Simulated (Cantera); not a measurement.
Input: 1 mol B2H6, 0.86 mol H2O, 120 mol H2, at 0.600 bar.

Method: chemical equilibrium by Gibbs-energy minimisation in Cantera with the NASA 1993 tables (ideal gas, pure condensed phases). Candidate condensed phases: B, B2O3, B3O3H3, H2O; 23 gas species. The feed counts by its element totals alone. Gases not in the tables: B2H6 and higher boranes. Kinetics and transport are ignored.

### Question
What share of the B ends up in condensed phases as a function of T (K), at 1823, 1848, 1873, 1898, 1923, 1948, 1973, 1998, 2023, 2048, 2073, 2098, 2123, 2148?

### Answer
```json
[
 {"T (K)": "1823", "B condensed (%)": "56.2", "as": "B(s)"},
 {"T (K)": "1848", "B condensed (%)": "56.0", "as": "B(s)"},
 {"T (K)": "1873", "B condensed (%)": "55.7", "as": "B(s)"},
 {"T (K)": "1898", "B condensed (%)": "55.5", "as": "B(s)"},
 {"T (K)": "1923", "B condensed (%)": "55.2", "as": "B(s)"},
 {"T (K)": "1948", "B condensed (%)": "54.9", "as": "B(s)"},
 {"T (K)": "1973", "B condensed (%)": "54.5", "as": "B(s)"},
 {"T (K)": "1998", "B condensed (%)": "54.1", "as": "B(s)"},
 {"T (K)": "2023", "B condensed (%)": "53.6", "as": "B(s)"},
 {"T (K)": "2048", "B condensed (%)": "53.1", "as": "B(s)"},
 {"T (K)": "2073", "B condensed (%)": "52.5", "as": "B(s)"},
 {"T (K)": "2098", "B condensed (%)": "51.9", "as": "B(s)"},
 {"T (K)": "2123", "B condensed (%)": "51.2", "as": "B(s)"},
 {"T (K)": "2148", "B condensed (%)": "50.4", "as": "B(s)"}
]
```
